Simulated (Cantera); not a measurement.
## Reactions in the system C-Cl-Fe-H

Source: NASA polynomial tables (part measured, part estimated), evaluated in Cantera. Values are per mole of reaction as written; species without (g) are pure solids or liquids, kept so even where they would boil at 1 bar.

6 FeCl₂ + C₃H₈(g) = 4 H₂(g) + 6 Fe + 3 CCl₄(g)

```csv
T (K),ΔH° (kJ),ΔS° (J/K),ΔG° (kJ),log10 K,condensed phases
300,1868.3,638.8,1676.7,-291.93,"FeCl₂(s), Fe(α)"
475,1865.8,632.3,1565.5,-172.15,"FeCl₂(s), Fe(α)"
575,1864.3,629.3,1502.4,-136.48,"FeCl₂(s), Fe(α)"
675,1862.2,626.0,1439.7,-111.41,"FeCl₂(s), Fe(α)"
775,1860.1,623.0,1377.2,-92.82,"FeCl₂(s), Fe(α)"
875,1858.7,621.3,1315.0,-78.50,"FeCl₂(s), Fe(α)"
975,1599.7,348.8,1259.7,-67.48,"FeCl₂(l), Fe(α)"
1075,1602.7,351.5,1224.8,-59.51,"FeCl₂(l), Fe(α)"
1175,1592.2,342.3,1190.0,-52.90,"FeCl₂(l), Fe(α)"
1275,1582.2,334.3,1156.0,-47.36,"FeCl₂(l), Fe(γ)"
1375,1566.7,322.6,1123.2,-42.67,"FeCl₂(l), Fe(γ)"
1475,1551.5,311.9,1091.4,-38.65,"FeCl₂(l), Fe(γ)"
```

C₂H₆(g) + 2 FeCl₃(g) = 2 CH₃Cl(g) + 2 FeCl₂

```json
[
 {"T (K)": "300", "ΔH° (kJ)": "-257.5", "ΔS° (J/K)": "-213.0", "ΔG° (kJ)": "-193.6", "log10 K": "33.70", "condensed phases": "FeCl₂(s)"},
 {"T (K)": "475", "ΔH° (kJ)": "-252.2", "ΔS° (J/K)": "-199.2", "ΔG° (kJ)": "-157.6", "log10 K": "17.33", "condensed phases": "FeCl₂(s)"},
 {"T (K)": "575", "ΔH° (kJ)": "-248.8", "ΔS° (J/K)": "-192.7", "ΔG° (kJ)": "-138.0", "log10 K": "12.53", "condensed phases": "FeCl₂(s)"},
 {"T (K)": "675", "ΔH° (kJ)": "-245.1", "ΔS° (J/K)": "-186.8", "ΔG° (kJ)": "-119.0", "log10 K": "9.21", "condensed phases": "FeCl₂(s)"},
 {"T (K)": "775", "ΔH° (kJ)": "-241.2", "ΔS° (J/K)": "-181.4", "ΔG° (kJ)": "-100.6", "log10 K": "6.78", "condensed phases": "FeCl₂(s)"},
 {"T (K)": "875", "ΔH° (kJ)": "-237.0", "ΔS° (J/K)": "-176.4", "ΔG° (kJ)": "-82.7", "log10 K": "4.94", "condensed phases": "FeCl₂(s)"},
 {"T (K)": "975", "ΔH° (kJ)": "-145.8", "ΔS° (J/K)": "-80.3", "ΔG° (kJ)": "-67.6", "log10 K": "3.62", "condensed phases": "FeCl₂(l)"},
 {"T (K)": "1075", "ΔH° (kJ)": "-138.4", "ΔS° (J/K)": "-73.0", "ΔG° (kJ)": "-59.9", "log10 K": "2.91", "condensed phases": "FeCl₂(l)"},
 {"T (K)": "1175", "ΔH° (kJ)": "-131.0", "ΔS° (J/K)": "-66.4", "ΔG° (kJ)": "-53.0", "log10 K": "2.35", "condensed phases": "FeCl₂(l)"},
 {"T (K)": "1275", "ΔH° (kJ)": "-123.6", "ΔS° (J/K)": "-60.3", "ΔG° (kJ)": "-46.6", "log10 K": "1.91", "condensed phases": "FeCl₂(l)"},
 {"T (K)": "1375", "ΔH° (kJ)": "-116.1", "ΔS° (J/K)": "-54.7", "ΔG° (kJ)": "-40.9", "log10 K": "1.55", "condensed phases": "FeCl₂(l)"},
 {"T (K)": "1475", "ΔH° (kJ)": "-108.7", "ΔS° (J/K)": "-49.5", "ΔG° (kJ)": "-35.7", "log10 K": "1.26", "condensed phases": "FeCl₂(l)"}
]
```

C₂H₆(g) + Fe + CH₂Cl₂(g) = C₃H₈(g) + FeCl₂

| T (K) | ΔH° (kJ) | ΔS° (J/K) | ΔG° (kJ) | log10 K | condensed phases |
|---|---|---|---|---|---|
| 300 | -267.2 | -138.6 | -225.7 | 39.29 | Fe(α), FeCl₂(s) |
| 475 | -263.6 | -129.0 | -202.3 | 22.25 | Fe(α), FeCl₂(s) |
| 575 | -261.7 | -125.3 | -189.6 | 17.23 | Fe(α), FeCl₂(s) |
| 675 | -259.9 | -122.4 | -177.2 | 13.72 | Fe(α), FeCl₂(s) |
| 775 | -258.2 | -120.1 | -165.1 | 11.13 | Fe(α), FeCl₂(s) |
| 875 | -256.9 | -118.5 | -153.2 | 9.15 | Fe(α), FeCl₂(s) |
| 975 | -212.8 | -72.0 | -142.5 | 7.64 | Fe(α), FeCl₂(l) |
| 1075 | -212.4 | -71.7 | -135.4 | 6.58 | Fe(α), FeCl₂(l) |
| 1175 | -209.9 | -69.5 | -128.3 | 5.70 | Fe(α), FeCl₂(l) |
| 1275 | -207.6 | -67.6 | -121.4 | 4.97 | Fe(γ), FeCl₂(l) |
| 1375 | -204.4 | -65.2 | -114.8 | 4.36 | Fe(γ), FeCl₂(l) |
| 1475 | -201.3 | -63.0 | -108.4 | 3.84 | Fe(γ), FeCl₂(l) |
